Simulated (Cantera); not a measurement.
A closed system holds: 1 mol FeS, 0.42 mol SO₃, 2 mol H₂O, equilibrated at 1848 K and 1700 Pa.

Cantera equilibrium calculation (NASA polynomials, part measured and part estimated; ideal gas, pure solids and liquids). Candidate condensed phases: Fe, FeO, Fe(OH)₂, Fe(OH)₃, FeS, FeSO₄, FeS₂, Fe₂O₃, Fe₂(SO₄)₃, Fe₃O₄, H₂O, H₂SO₄, S; 22 gas species. The tables' stoichiometric FeO is somewhat more stable than real wüstite, so its field is too wide. FeO: taken at fixed stoichiometry. Equilibrium is a limit: real reactors are often held back by kinetics, nucleation or transport.

Base state: H₂O 0.417, H₂ 0.238, SO₂ 0.152, S₂ 0.132, SO 0.0349, H₂S 0.0104, SH 0.00877, S 0.00302 (mole fractions); condensed: FeO(l).

Q: What changes in the equilibrium state with this change: 0.026 mol CH₄ added?

A: 
| species | before | after |
|---|---|---|
| H₂O | 0.417 | 0.412 |
| H₂ | 0.238 | 0.244 |
| SO₂ | 0.152 | 0.142 |
| CO | 0 | 0.00599 |
| SO | 0.0349 | 0.0337 |
| H₂S | 0.0104 | 0.0107 |
| S₂ | 0.132 | 0.132 |
| Fe | 0.000875 | 0.000909 |
| CO₂ | 0 | 0.00252 |
| S₂O | 0.00145 | 0.00140 |
| FeO(l), mol | 0.997 | 0.997 |
Further candidate phases: C, C₆H₆, C₇H₈, C₈H₁₈, Fe(CO)₅.
